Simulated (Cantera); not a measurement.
# Adiabatic ignition

An adiabatic, constant-volume homogeneous reactor starts with 19.3 % H2, 16.9 % O2, 63.7 % N2, equivalence ratio 0.57, at 1250 K and 12.0 bar.

Detailed kinetics in Cantera: the H2/O2 subset of GRI-Mech 3.0, which has no nitrogen chemistry. The hydrogen kinetics of GRI-Mech 3.0 are dated; newer H2 mechanisms differ, most at raised pressure. The pressure lies above the range GRI-Mech 3.0 was tuned for (to about 10 atm).

| t (s) | T (K) | P (bar) | x H2 | x O2 | x O | x HO2 | x OH |
|---|---|---|---|---|---|---|---|
| 7.00e-6 | 1250 | 12.0 | 0.193 | 0.169 | 1.84e-7 | 1.36e-5 | 1.07e-7 |
| 1.65e-5 | 1281 | 12.3 | 0.189 | 0.167 | 6.53e-5 | 0.000573 | 7.47e-5 |
| 3.91e-5 | 2793 | 24.4 | 0.00313 | 0.0762 | 0.00297 | 4.16e-5 | 0.0162 |
| 9.23e-5 | 2793 | 24.4 | 0.00313 | 0.0762 | 0.00297 | 4.16e-5 | 0.0162 |
| 0.000218 | 2793 | 24.4 | 0.00313 | 0.0762 | 0.00297 | 4.16e-5 | 0.0162 |
| 0.000515 | 2793 | 24.4 | 0.00313 | 0.0762 | 0.00297 | 4.16e-5 | 0.0162 |
| 0.00122 | 2793 | 24.4 | 0.00313 | 0.0762 | 0.00297 | 4.16e-5 | 0.0162 |
| 0.00288 | 2793 | 24.4 | 0.00313 | 0.0762 | 0.00297 | 4.16e-5 | 0.0162 |
| 0.00679 | 2793 | 24.4 | 0.00313 | 0.0762 | 0.00297 | 4.16e-5 | 0.0162 |
| 0.0160 | 2793 | 24.4 | 0.00313 | 0.0762 | 0.00297 | 4.16e-5 | 0.0162 |
| 0.0379 | 2793 | 24.4 | 0.00313 | 0.0762 | 0.00297 | 4.16e-5 | 0.0162 |
| 0.0896 | 2793 | 24.4 | 0.00313 | 0.0762 | 0.00297 | 4.16e-5 | 0.0162 |
| 0.212 | 2793 | 24.4 | 0.00313 | 0.0762 | 0.00297 | 4.16e-5 | 0.0162 |
| 0.500 | 2793 | 24.4 | 0.00313 | 0.0762 | 0.00297 | 4.16e-5 | 0.0162 |
x: mole fraction; the columns are a selection and need not sum to one.

```json
{
 "time_of_steepest_temperature_rise": "17.8 µs",
 "temperature at 0.500 s": "2793 K",
 "equilibrium_temperature": "2793 K",
 "x(H2) at 0.500 s": "0.00313 (gas-phase equilibrium 0.00313)",
 "x(O2) at 0.500 s": "0.0762 (gas-phase equilibrium 0.0762)",
 "x(O) at 0.500 s": "0.00297 (gas-phase equilibrium 0.00297)"
}
```
